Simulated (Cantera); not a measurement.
Mixture: H2 : O2 : N2 = 1 : 0.82 : 3.08 (molar parts), at 5.30 bar, adiabatic and at constant volume. Ignition delay is the time to a rise of 400 K.

Detailed kinetics in Cantera: the H2/O2 subset of GRI-Mech 3.0, which has no nitrogen chemistry. The hydrogen kinetics of GRI-Mech 3.0 are dated; newer H2 mechanisms differ, most at raised pressure. Where the delays flatten at high temperature, the 400 K rule measures the pace of heat release, not the induction time.

Q: Predict: delay at 1148 K; delay at 1348 K; delay at 1548 K; delay at 1748 K; delay at 1948 K.

A: 
```
Item               Value
---------------  -------
delay at 1148 K  52.4 µs
delay at 1348 K  4.88 µs
delay at 1548 K  2.33 µs
delay at 1748 K  1.54 µs
delay at 1948 K  1.28 µs
```
